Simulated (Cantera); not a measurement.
Equilibrium for oxide etching and cleaning by halides: MgO + HBr + H2

Input: 1 mol MgO, 5.1 mol HBr, 5.8 mol H2.

Cantera equilibrium calculation (NASA polynomials, part measured and part estimated; ideal gas, pure solids and liquids). Candidate condensed phases: Br2, H2O, Mg, MgBr2, MgO, Mg(OH)2; 20 gas species. Mutual solubility and eutectic melting of coexisting phases are not modelled. The numbers say what is thermodynamically allowed, not how fast it happens.

Task: Map the stable condensed phases over T = 673, 748, 823, 898, 973, 1048, 1123, 1198, 1273, 1348, 1423, 1498 K and P in Pa = 1, 4.2, 18, 75, 320, 1300, 5600, 24000, 100000.

Result: 
```
T in K \ P in Pa
              1    4.2     18     75    320   1300   5600  24000 100000
   1498       A      A      A      A      A      A      A      A      A
   1423       A      A      A      A      A      A      A      A      A
   1348       A      A      A      A      A      A      A      A      A
   1273       A      A      A      A      A      A      A      A      A
   1198       A      A      A      A      A      A      A      A      A
   1123       A      A      A      A      A      A      A      A      A
   1048       A      A      A      A      A      A      A      A      B
    973       A      A      A      A      A      A      A      A      B
    898       A      A      A      A      A      A      A      B      B
    823       A      A      A      A      A      B      B      B      B
    748       A      A      A      A      B      B      B      B      C
    673       A      A      B      B      B      B      B      C      C
```
A: MgO; B: MgBr2 + MgO; C: MgBr2.
